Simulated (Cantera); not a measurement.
Input: 1 mol CaCO3, 0.2 mol C, 2.6 mol H2, at 1823.15 K and 52.0 mbar.

These are equilibrium values from Cantera (NASA tables, ideal gas, pure condensed phases), not measurements of a reactor. Candidate condensed phases: C, C6H6, C7H8, C8H18, Ca, CaCO3, CaO, Ca(OH)2, H2O; 115 gas species. The numbers say what is thermodynamically allowed, not how fast it happens.

Base state: H2 0.500, CO 0.289, H2O 0.183, CO2 0.0271, H 0.00134, OH 3.43e-5 (mole fractions); condensed: CaO(s).

Problem. What changes in the equilibrium state with this change: CaCO3 replaced by Mg(OH)2?

Solution. 
| species | before | after |
|---|---|---|
| H2 | 0.500 | 0.739 |
| H2O | 0.183 | 0.207 |
| CO | 0.289 | 0.0491 |
| CO2 | 0.0271 | 0.00351 |
| Mg | 0 | 6.46e-5 |
| H | 0.00134 | 0.00164 |
| OH | 3.43e-5 | 3.19e-5 |
| CaO(s), mol | 1.000 | 0 |
| MgO(s), mol | 0 | 1.000 |
Further candidate phases: Mg, MgCO3, MgO, Mg(OH)2.
